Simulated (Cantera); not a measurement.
A Cantera script and what it prints.

```python
import numpy as np
import cantera as ct

gas_names = [...]  # 47 gases of nasa_gas.yaml made of Cl, H, N, O, Si
cond_names = """
    H2O(s) H2O(L) NH4CL(a) NH4CL(b) Si(cr) Si(L) SiO2(Lqz) SiO2(hqz) SiO2(L) Si2N2O(s) Si3N4(a)
""".split()


# ... load() reads the species with a 1 bar reference pressure and builds the phases ...
atoms = {
    'SiH2Cl2': {'Si': 1, 'H': 2, 'CL': 2},
    'N2O': {'N': 2, 'O': 1},
    'H2': {'H': 2},
}
top_T = {'Si2N2O(s)': 2100, 'Si3N4(a)': 2400}  # K; cautious upper limits of use, not melting points


# ... equilibrate(T, P, feed) seeds the gas with the atoms and calls Mixture.equilibrate('TP', solver="vcs", rtol=1e-11, max_steps=5000) ...
results = []
P = 1333.22  # Pa
for T in [1748, 1773, 1798, 1823, 1848, 1873, 1898, 1923, 1948, 1973, 1998, 2023, 2048]:
    for m in [3.2, 5, 6.8, 8.5, 10, 12, 14, 16, 18, 19, 21, 23, 25]:
        feed = {'SiH2Cl2': 1, 'N2O': 5.2, 'H2': m}  # mol
        mix = equilibrate(T, P, feed)
        results.append((T, P, feed, dict(zip(mix.species_names, mix.species_moles))))

for T, P, feed, n in results:
    print(f"{T:7g} {feed['H2']:10.4g}  " + (" + ".join(c for c in cond_names if n.get(c, 0) > 1e-12) or "gas only"))
```

Result:

```
   1748        3.2  SiO2(L)
   1748          5  SiO2(L)
   1748        6.8  SiO2(L)
   1748        8.5  SiO2(L)
   1748         10  SiO2(L)
   1748         12  SiO2(L)
   1748         14  SiO2(L)
   1748         16  SiO2(L)
   1748         18  SiO2(L)
   1748         19  SiO2(L)
   1748         21  SiO2(L)
   1748         23  SiO2(L)
   1748         25  SiO2(L)
   1773        3.2  SiO2(L)
   1773          5  SiO2(L)
   1773        6.8  SiO2(L)
   1773        8.5  SiO2(L)
   1773         10  SiO2(L)
   1773         12  SiO2(L)
   1773         14  SiO2(L)
   1773         16  SiO2(L)
   1773         18  SiO2(L)
   1773         19  SiO2(L)
   1773         21  SiO2(L)
   1773         23  SiO2(L)
   1773         25  SiO2(L)
   1798        3.2  SiO2(L)
   1798          5  SiO2(L)
   1798        6.8  SiO2(L)
   1798        8.5  SiO2(L)
   1798         10  SiO2(L)
   1798         12  SiO2(L)
   1798         14  SiO2(L)
   1798         16  SiO2(L)
   1798         18  SiO2(L)
   1798         19  SiO2(L)
   1798         21  SiO2(L)
   1798         23  SiO2(L)
   1798         25  SiO2(L)
   1823        3.2  SiO2(L)
   1823          5  SiO2(L)
   1823        6.8  SiO2(L)
   1823        8.5  SiO2(L)
   1823         10  SiO2(L)
   1823         12  SiO2(L)
   1823         14  SiO2(L)
   1823         16  SiO2(L)
   1823         18  SiO2(L)
   1823         19  SiO2(L)
   1823         21  SiO2(L)
   1823         23  SiO2(L)
   1823         25  SiO2(L)
   1848        3.2  SiO2(L)
   1848          5  SiO2(L)
   1848        6.8  SiO2(L)
   1848        8.5  SiO2(L)
   1848         10  SiO2(L)
   1848         12  SiO2(L)
   1848         14  SiO2(L)
   1848         16  SiO2(L)
   1848         18  SiO2(L)
   1848         19  SiO2(L)
   1848         21  SiO2(L)
   1848         23  SiO2(L)
   1848         25  SiO2(L)
   1873        3.2  SiO2(L)
   1873          5  SiO2(L)
   1873        6.8  SiO2(L)
   1873        8.5  SiO2(L)
   1873         10  SiO2(L)
   1873         12  SiO2(L)
   1873         14  SiO2(L)
   1873         16  SiO2(L)
   1873         18  SiO2(L)
   1873         19  SiO2(L)
   1873         21  SiO2(L)
   1873         23  SiO2(L)
   1873         25  SiO2(L)
   1898        3.2  SiO2(L)
   1898          5  SiO2(L)
   1898        6.8  SiO2(L)
   1898        8.5  SiO2(L)
   1898         10  SiO2(L)
   1898         12  SiO2(L)
   1898         14  SiO2(L)
   1898         16  SiO2(L)
   1898         18  SiO2(L)
   1898         19  SiO2(L)
   1898         21  SiO2(L)
   1898         23  SiO2(L)
   1898         25  SiO2(L)
   1923        3.2  SiO2(L)
   1923          5  SiO2(L)
   1923        6.8  SiO2(L)
   1923        8.5  SiO2(L)
   1923         10  SiO2(L)
   1923         12  SiO2(L)
   1923         14  SiO2(L)
   1923         16  SiO2(L)
   1923         18  SiO2(L)
   1923         19  SiO2(L)
   1923         21  SiO2(L)
   1923         23  SiO2(L)
   1923         25  SiO2(L)
   1948        3.2  SiO2(L)
   1948          5  SiO2(L)
   1948        6.8  SiO2(L)
   1948        8.5  SiO2(L)
   1948         10  SiO2(L)
   1948         12  SiO2(L)
   1948         14  SiO2(L)
   1948         16  SiO2(L)
   1948         18  SiO2(L)
   1948         19  SiO2(L)
   1948         21  SiO2(L)
   1948         23  SiO2(L)
   1948         25  SiO2(L)
   1973        3.2  SiO2(L)
   1973          5  SiO2(L)
   1973        6.8  SiO2(L)
   1973        8.5  SiO2(L)
   1973         10  SiO2(L)
   1973         12  SiO2(L)
   1973         14  SiO2(L)
   1973         16  SiO2(L)
   1973         18  SiO2(L)
   1973         19  SiO2(L)
   1973         21  SiO2(L)
   1973         23  SiO2(L)
   1973         25  SiO2(L)
   1998        3.2  SiO2(L)
   1998          5  SiO2(L)
   1998        6.8  SiO2(L)
   1998        8.5  SiO2(L)
   1998         10  SiO2(L)
   1998         12  SiO2(L)
   1998         14  SiO2(L)
   1998         16  SiO2(L)
   1998         18  SiO2(L)
   1998         19  SiO2(L)
   1998         21  SiO2(L)
   1998         23  SiO2(L)
   1998         25  SiO2(L)
   2023        3.2  SiO2(L)
   2023          5  SiO2(L)
   2023        6.8  SiO2(L)
   2023        8.5  SiO2(L)
   2023         10  SiO2(L)
   2023         12  SiO2(L)
   2023         14  SiO2(L)
   2023         16  SiO2(L)
   2023         18  SiO2(L)
   2023         19  SiO2(L)
   2023         21  SiO2(L)
   2023         23  gas only
   2023         25  gas only
   2048        3.2  SiO2(L)
   2048          5  SiO2(L)
   2048        6.8  SiO2(L)
   2048        8.5  SiO2(L)
   2048         10  SiO2(L)
   2048         12  SiO2(L)
   2048         14  SiO2(L)
   2048         16  SiO2(L)
   2048         18  SiO2(L)
   2048         19  gas only
   2048         21  gas only
   2048         23  gas only
   2048         25  gas only
```

Equilibrium computed with Cantera from the NASA thermochemical tables; the gas is ideal and each condensed phase is pure. The tables' values for SiCl3 are old estimates. The tables hold silica as quartz up to 1696 K and as liquid above; real silica turns to tridymite and cristobalite and melts near 1996 K.
